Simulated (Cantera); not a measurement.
Input: 1 mol HCl, 0.017 mol O₂, 12 mol N₂, at 2425 K and 10000 Pa.

Method: chemical equilibrium by Gibbs-energy minimisation in Cantera with the NASA 1993 tables (ideal gas, pure condensed phases). Candidate condensed phases: H₂O, NH₄Cl; 29 gas species. Kinetics and transport are ignored.

Problem. What is the equilibrium state?

Solution. 
```
Quantity        Value
----------  ---------
x(N₂)           0.909
x(HCl)         0.0517
x(Cl)          0.0241
x(H₂)         0.00746
x(H)          0.00489
x(H₂O)        0.00202
x(OH)        0.000252
x(NO)        0.000165
x(O)         0.000110
gas amount  13.20 mol
```
